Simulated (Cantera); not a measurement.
# Equilibrium for hydrogen reduction and annealing atmospheres: CuO + H2

Feed: 1 mol CuO, a varied amount of H2, at 1750 K and 11.0 mbar.

Method: chemical equilibrium by Gibbs-energy minimisation in Cantera with the NASA 1993 tables (ideal gas, pure condensed phases). Candidate condensed phases: Cu, CuO, Cu(OH)2, Cu2O, H2O; 12 gas species. Kinetics and transport are ignored.

```tsv
n(H2) (mol)	log p H2	log p H2O	log p Cu	log p H	log p OH	log p Cu2	n Cu(l)
2.6	-2.18	-2.39	-3.52	-4.72	-6.16	-6.34	0.927
3.3	-2.13	-2.49	-3.52	-4.70	-6.29	-6.34	0.908
4.2	-2.09	-2.59	-3.52	-4.68	-6.41	-6.34	0.882
5.3	-2.06	-2.70	-3.52	-4.66	-6.53	-6.34	0.851
6.7	-2.04	-2.80	-3.52	-4.65	-6.64	-6.34	0.812
8.5	-2.03	-2.90	-3.52	-4.65	-6.75	-6.34	0.762
11	-2.01	-3.01	-3.52	-4.64	-6.87	-6.34	0.692
14	-2.00	-3.12	-3.52	-4.64	-6.98	-6.34	0.608
17	-2.00	-3.20	-3.52	-4.63	-7.07	-6.34	0.524
22	-1.99	-3.31	-3.52	-4.63	-7.18	-6.34	0.384
27	-1.99	-3.40	-3.52	-4.63	-7.27	-6.34	0.243
35	-1.98	-3.52	-3.52	-4.63	-7.39	-6.34	0.0192
44	-1.98	-3.61	-3.61	-4.62	-7.49	-6.52	0
```
log p: log10 of the partial pressure in bar; n: condensed amount in mol.

From 2.6 mol H2 to 35 mol H2 the condensed part is Cu(l). At 44 mol H2 nothing is condensed. The main Cu-bearing gas is Cu throughout. The share of Cu in condensed phases is highest at 2.6 mol H2 (92.7 %) and lowest at 44 mol H2 (0.0 %).
